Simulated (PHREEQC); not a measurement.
**Acid mine or pickling water**

A made-up water analysis in mmol/kgw, 19 °C, pH 2.4, pe 11.6: Na 2.09; K 0.288; Ca 0.866; Mg 0.523; Cl 0.931; S(6) 6.06; Al 0.00401; Cu(2) 0.103; O(0) (counted as O atoms) 0.00424.

Na is adjusted to close the charge balance.
Valence states are taken as typed.

Computed with PHREEQC (ion-association model, wateq4f.dat).

* **ionic strength**: 0.0169 mol/kgw
* **total alkalinity**: -5.51 meq/kg

```tsv
species	molality	activity	log γ
SO4-2	0.00456	0.00277	-0.217
H+	0.00444	0.00398	-0.047
Na+	0.00420	0.00370	-0.055
HSO4-	0.00107	0.000942	-0.055
Cl-	0.000931	0.000817	-0.057
Ca+2	0.000653	0.000400	-0.213
Mg+2	0.000390	0.000241	-0.209
K+	0.000283	0.000248	-0.057
CaSO4	0.000207	0.000208	0.002
MgSO4	0.000133	0.000133	0.002
Cu+2	7.72e-5	4.77e-5	-0.209
```

This is a speciation only: nothing precipitates in the calculation. Species that the database lacks are ignored.
